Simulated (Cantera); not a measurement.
A freely propagating, adiabatic, planar premixed flame of CH₄ : CO : O₂ : N₂ = 1 : 0.12 : 2.64 : 9.93 (molar parts), equivalence ratio 0.78, unburnt at 423 K and 0.250 bar; mixture-averaged transport, grid criteria slope 0.08 and curve 0.16, no radiation.

Cantera simulation using GRI-Mech 3.0 (53 species, 325 reactions); the numbers are that mechanism's predictions, not measurements. Burning velocities carry a grid error of a few per cent, more on coarse grids.

Question: What does this change do: O2 2.64 to 2 parts?

Answer: 
| quantity | before | after |
|---|---|---|
| laminar burning velocity | 77.8 cm/s | 63.1 cm/s |
| thermal thickness | 1.38 mm | 1.64 mm |
| peak x(CH₂) | 2.29e-5 | 2.88e-5 |
| peak x(HO₂) | 0.000137 | 8.80e-5 |
